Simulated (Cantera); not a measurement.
A perfectly stirred reactor is fed with 13.0 % H₂, 7.91 % O₂, 79.1 % N₂, equivalence ratio 0.82, at 3.10 bar; it is adiabatic with a 300 K inlet, and is followed from long to short residence time, starting on the burning branch (τ in s: 0.35, 0.11, 0.031, 0.0094, 0.0028, 0.00085, 0.00025, 7.6e-05, 2.3e-05, 6.8e-06).

Model: the H2/O2 subset of GRI-Mech 3.0, which has no nitrogen chemistry, integrated in Cantera. The hydrogen kinetics of GRI-Mech 3.0 are dated; newer H2 mechanisms differ, most at raised pressure.

Q: Predict: blow-out, bracketed by the residence times tried; x(H₂) at τ = 0.350 s; x(O₂) at τ = 0.350 s; x(HO₂) at τ = 0.350 s; x(O) at τ = 0.350 s; x(H₂O₂) at τ = 0.350 s; x(H₂) at τ = 0.850 ms; x(O₂) at τ = 0.850 ms; x(HO₂) at τ = 0.850 ms; x(O) at τ = 0.850 ms; x(H₂O₂) at τ = 0.850 ms.

A: 
* **blow-out, bracketed by the residence times tried**: burning at 0.850 ms, out at 0.250 ms
* **x(H₂) at τ = 0.350 s**: 0.000124
* **x(O₂) at τ = 0.350 s**: 0.0153
* **x(HO₂) at τ = 0.350 s**: 3.72e-6
* **x(O) at τ = 0.350 s**: 3.19e-6
* **x(H₂O₂) at τ = 0.350 s**: 1.73e-7
* **x(H₂) at τ = 0.850 ms**: 0.00605
* **x(O₂) at τ = 0.850 ms**: 0.0181
* **x(HO₂) at τ = 0.850 ms**: 4.03e-5
* **x(O) at τ = 0.850 ms**: 0.000212
* **x(H₂O₂) at τ = 0.850 ms**: 3.33e-6
